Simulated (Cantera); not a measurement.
Adiabatic ignition

An adiabatic, constant-volume homogeneous reactor starts with 37.5 % CO, 1.24 % H2, 12.9 % O2, 48.4 % N2, equivalence ratio 1.5, at 1175 K and 0.217 atm.

Detailed kinetics in Cantera: GRI-Mech 3.0 (53 species, 325 reactions).

| t (s) | T (K) | P (bar) | x CO | x H2 | x O2 | x N2O | x H2O2 |
|---|---|---|---|---|---|---|---|
| 3.00e-6 | 1175 | 0.220 | 0.375 | 0.0124 | 0.129 | <1e-12 | <1e-12 |
| 9.53e-6 | 1175 | 0.220 | 0.375 | 0.0124 | 0.129 | <1e-12 | <1e-12 |
| 3.02e-5 | 1175 | 0.220 | 0.375 | 0.0124 | 0.129 | <1e-12 | <1e-12 |
| 9.60e-5 | 1175 | 0.220 | 0.375 | 0.0124 | 0.129 | <1e-12 | 1.87e-12 |
| 0.000305 | 1175 | 0.220 | 0.375 | 0.0124 | 0.129 | 5.77e-12 | 6.70e-10 |
| 0.000968 | 1639 | 0.301 | 0.271 | 0.000520 | 0.0475 | 9.55e-8 | 2.54e-8 |
| 0.00307 | 2559 | 0.445 | 0.231 | 0.00127 | 0.0363 | 1.61e-7 | 7.40e-9 |
| 0.00976 | 2757 | 0.472 | 0.217 | 0.00123 | 0.0274 | 3.11e-7 | 9.94e-9 |
| 0.0310 | 2756 | 0.472 | 0.217 | 0.00123 | 0.0271 | 3.18e-7 | 9.89e-9 |
| 0.0984 | 2756 | 0.472 | 0.217 | 0.00123 | 0.0271 | 3.18e-7 | 9.89e-9 |
| 0.312 | 2756 | 0.472 | 0.217 | 0.00123 | 0.0271 | 3.18e-7 | 9.89e-9 |
| 0.992 | 2756 | 0.472 | 0.217 | 0.00123 | 0.0271 | 3.18e-7 | 9.89e-9 |
| 3.15 | 2756 | 0.472 | 0.217 | 0.00123 | 0.0271 | 3.18e-7 | 9.89e-9 |
| 10.0 | 2756 | 0.472 | 0.217 | 0.00123 | 0.0271 | 3.18e-7 | 9.89e-9 |
x: mole fraction; the columns are a selection and need not sum to one.

```json
{
 "time_of_steepest_temperature_rise": "0.838 ms",
 "temperature at 10.0 s": "2756 K",
 "equilibrium_temperature": "2756 K",
 "x(CO) at 10.0 s": "0.217 (gas-phase equilibrium 0.217)",
 "x(H2) at 10.0 s": "0.00123 (gas-phase equilibrium 0.00123)",
 "x(O2) at 10.0 s": "0.0271 (gas-phase equilibrium 0.0271)"
}
```
